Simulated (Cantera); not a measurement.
Charge: 1 mol SiH4, 0.68 mol C3H8, 990 mol H2, held at 6.40 mbar.

Method: chemical equilibrium by Gibbs-energy minimisation in Cantera with the NASA 1993 tables (ideal gas, pure condensed phases). Candidate condensed phases: C, C6H6, C7H8, C8H18, Si, SiC; 87 gas species. Equilibrium is a limit: real reactors are often held back by kinetics, nucleation or transport.

### Question
Which condensed phases are stable at each of these points (T (K)): 1675, 1725, 1775, 1825, 1875, 1925, 1975, 2025, 2075, 2125, 2175?

### Answer
```tsv
T (K)	condensed phases	Si condensed (%)
1675	C(graphite) + SiC(s)	99.9
1725	C(graphite) + SiC(s)	99.7
1775	C(graphite) + SiC(s)	99.1
1825	C(graphite) + SiC(s)	97.8
1875	C(graphite) + SiC(s)	94.5
1925	C(graphite) + SiC(s)	87.0
1975	C(graphite) + SiC(s)	70.6
2025	SiC(s)	33.0
2075	gas only	0.0
2125	gas only	0.0
2175	gas only	0.0
```

From 1675 K to 1975 K the condensed part is C(graphite) + SiC(s). At 2025 K the condensed part is SiC(s). From 2075 K to 2175 K nothing is condensed.
